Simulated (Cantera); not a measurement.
Input: 1 mol BF3, 12 mol H2O, 46 mol H2, equilibrated at 0.0500 bar.

Equilibrium computed with Cantera from the NASA thermochemical tables; the gas is ideal and each condensed phase is pure. Candidate condensed phases: B, B2O3, B3O3H3, H2O; 43 gas species. Kinetics and transport are ignored. All values below are at 2175 K.

Base state: H2 0.750, H2O 0.171, HF 0.0436, H 0.0189, HBO2 0.00981, BOF 0.00595, OH 0.000579, HBO 0.000418 (mole fractions); condensed: gas only.

Question: What changes in the equilibrium state with this change: H2 from 46 to 1.2 mol?

Answer: 
```csv
species,before,after
H2O,0.171,0.667
HF,0.0436,0.171
H2,0.750,0.0817
BOF,0.00595,0.0243
HBO2,0.00981,0.0397
H,0.0189,0.00624
O2,9.88e-7,0.00127
O,1.02e-5,0.000367
BO2,4.00e-5,0.000491
```
